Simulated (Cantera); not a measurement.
An isothermal, constant-pressure homogeneous reactor starts with C2H6 : N2 = 1 : 130 (molar parts), at 1825 K and 9500 Pa. Integrator tolerance rtol = 1e-08.

Computed with Cantera and GRI-Mech 3.0 (53 species, 325 reactions). GRI-Mech 3.0 stops at C3 and has no aromatics, soot or wall deposition, so with more carbon than oxygen in the feed, carbon stays in small species such as C2H2 where larger ones or solid carbon would form.

Q: What does this change do: pressure from 9500 Pa to 29000 Pa?

A: 
```tsv
quantity	before	after
x(C2H6) at 200 s	<1e-12 (gas-phase equilibrium <1e-12)	1.08e-12 (gas-phase equilibrium <1e-12)
x(C2H) at 200 s	8.50e-7 (gas-phase equilibrium 5.91e-8)	4.85e-7 (gas-phase equilibrium 3.38e-8)
x(HCN) at 200 s	0.000155 (gas-phase equilibrium 0.0140)	0.000174 (gas-phase equilibrium 0.0140)
x(H2) at 200 s	0.0149 (gas-phase equilibrium 0.0149)	0.0150 (gas-phase equilibrium 0.0150)
x(H) at 200 s	0.000176 (gas-phase equilibrium 0.000176)	0.000101 (gas-phase equilibrium 0.000101)
```
